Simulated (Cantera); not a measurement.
A Cantera script and its output.

```python
import numpy as np
import cantera as ct

surf = ct.Interface("ptcombust.yaml", "Pt_surf")
gas = surf.adjacent["gas"]
gas.TPX = 623, 101325, {'H2': 0.0056, 'O2': 0.06, 'N2': 0.79, 'H2O': 0.056}
surf.TP = 623, 101325
reactor = ct.FlowReactor(gas, clone=False)
reactor.area = 0.0001  # m2
reactor.surface_area_to_volume_ratio = 1900  # 1/m
reactor.mass_flow_rate = 0.5 * reactor.area * gas.density  # inlet velocity 0.5 m/s
reactor.energy_enabled = False
wall = ct.ReactorSurface(surf, reactor, clone=False)
net = ct.ReactorNet([reactor])
net.rtol, net.atol = 1e-8, 1e-16
show, cover = ['H2', 'O2', 'H2O'], ['PT(S)', 'H(S)', 'O(S)', 'OH(S)', 'CO(S)', 'C(S)']

rows = []
print(f"{'z/m':>9s}{'u/(m/s)':>9s}" + "".join(f"{s:>13s}" for s in show + cover))
for z in [0.00038, 0.00063, 0.0011, 0.0018, 0.0029, 0.0049, 0.0082, 0.014, 0.023, 0.038]:
    net.advance(z)
    rows.append([reactor.speed, *gas[show].X, *surf[cover].coverages])
    print(f"{z:9.4g}{rows[-1][0]:9.3g}" + "".join(f"{x:13.4e}" for x in rows[-1][1:]))
```

Result:

```
      z/m  u/(m/s)           H2           O2          H2O        PT(S)         H(S)         O(S)        OH(S)        CO(S)         C(S)
  0.00038    0.499   7.6340e-04   6.3298e-02   6.6992e-02   2.0345e-02   1.7395e-09   9.6674e-01   1.2879e-02  -5.3664e-26  -1.6178e-29
  0.00063    0.499   4.8110e-04   6.3166e-02   6.7284e-02   1.2975e-02   8.1272e-10   9.7665e-01   1.0352e-02  -4.6958e-26   1.7790e-29
   0.0011    0.499   2.8125e-04   6.3072e-02   6.7491e-02   7.8413e-03   3.5075e-10   9.8406e-01   8.0854e-03   6.0565e-26  -6.5638e-30
   0.0018    0.499   1.7018e-04   6.3020e-02   6.7606e-02   5.1153e-03   1.7262e-10   9.8833e-01   6.5481e-03  -1.6052e-26  -6.1983e-30
   0.0029    0.498   1.0017e-04   6.2987e-02   6.7678e-02   3.5436e-03   9.3480e-11   9.9099e-01   5.4593e-03   2.6657e-26   1.4154e-30
   0.0049    0.498   5.0666e-05   6.2964e-02   6.7729e-02   2.5812e-03   5.4448e-11   9.9275e-01   4.6646e-03   2.7961e-27  -2.5175e-31
   0.0082    0.498   2.1268e-05   6.2950e-02   6.7760e-02   2.0999e-03   3.7873e-11   9.9369e-01   4.2098e-03   9.6042e-29   5.1549e-32
    0.014    0.498   5.7616e-06   6.2943e-02   6.7776e-02   1.8782e-03   3.0948e-11   9.9414e-01   3.9826e-03   1.6633e-29   2.7764e-33
    0.023    0.498   8.6509e-07   6.2941e-02   6.7781e-02   1.8130e-03   2.9000e-11   9.9427e-01   3.9132e-03  -4.2588e-28  -2.9510e-32
    0.038    0.498   3.8660e-08   6.2940e-02   6.7782e-02   1.8022e-03   2.8682e-11   9.9429e-01   3.9017e-03  -9.7747e-26  -1.2964e-29
```

Computed with Cantera and Deutschmann's 1995 Pt surface mechanism with GRI-Mech 3.0 gas chemistry. Catalytic surfaces can have several steady states; this one follows from the mechanism file's or the stated starting coverage. Mass transfer to the wall is taken as infinitely fast.
